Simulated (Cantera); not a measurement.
## Thermodynamics of silicon epitaxy and polysilicon growth, feed SiH₄ + HCl + H₂

Charge: 1 mol SiH₄, 2.2 mol HCl, 35 mol H₂, held at 1.33 mbar.

Method: chemical equilibrium by Gibbs-energy minimisation in Cantera with the NASA 1993 tables (ideal gas, pure condensed phases). Candidate condensed phases: Si; 19 gas species. The tables' values for SiCl₃, SiCl are old estimates; treat these amounts as uncertain. Gases not in the tables: Si₂H₆ and higher silanes. Equilibrium is a limit: real reactors are often held back by kinetics, nucleation or transport.

From 725 °C to 1325 °C the condensed part is Si(s). From 1425 °C to 1525 °C the condensed part is Si(l). The main Si-bearing gas is SiCl₄ at 725 °C and SiCl₂ at 1525 °C. The share of Si in condensed phases is highest at 925 °C (78.9 %) and lowest at 1525 °C (64.9 %).

```json
[
 {"T (°C)": "725", "x H₂": "0.963", "x HCl": "0.0288", "x H": "5.78e-8", "x SiCl₂": "0.00145", "n Si(s)": "0.685", "n Si(l)": "0"},
 {"T (°C)": "825", "x H₂": "0.952", "x HCl": "0.0419", "x H": "6.61e-7", "x SiCl₂": "0.00375", "n Si(s)": "0.778", "n Si(l)": "0"},
 {"T (°C)": "925", "x H₂": "0.950", "x HCl": "0.0448", "x H": "5.07e-6", "x SiCl₂": "0.00498", "n Si(s)": "0.789", "n Si(l)": "0"},
 {"T (°C)": "1025", "x H₂": "0.950", "x HCl": "0.0446", "x H": "2.86e-5", "x SiCl₂": "0.00557", "n Si(s)": "0.777", "n Si(l)": "0"},
 {"T (°C)": "1125", "x H₂": "0.950", "x HCl": "0.0440", "x H": "0.000126", "x SiCl₂": "0.00599", "n Si(s)": "0.763", "n Si(l)": "0"},
 {"T (°C)": "1225", "x H₂": "0.950", "x HCl": "0.0433", "x H": "0.000459", "x SiCl₂": "0.00634", "n Si(s)": "0.750", "n Si(l)": "0"},
 {"T (°C)": "1325", "x H₂": "0.949", "x HCl": "0.0427", "x H": "0.00142", "x SiCl₂": "0.00662", "n Si(s)": "0.735", "n Si(l)": "0"},
 {"T (°C)": "1425", "x H₂": "0.946", "x HCl": "0.0422", "x H": "0.00385", "x SiCl₂": "0.00676", "n Si(s)": "0", "n Si(l)": "0.708"},
 {"T (°C)": "1525", "x H₂": "0.939", "x HCl": "0.0429", "x H": "0.00934", "x SiCl₂": "0.00608", "n Si(s)": "0", "n Si(l)": "0.649"}
]
```
x: gas mole fraction; n: condensed amount in mol.
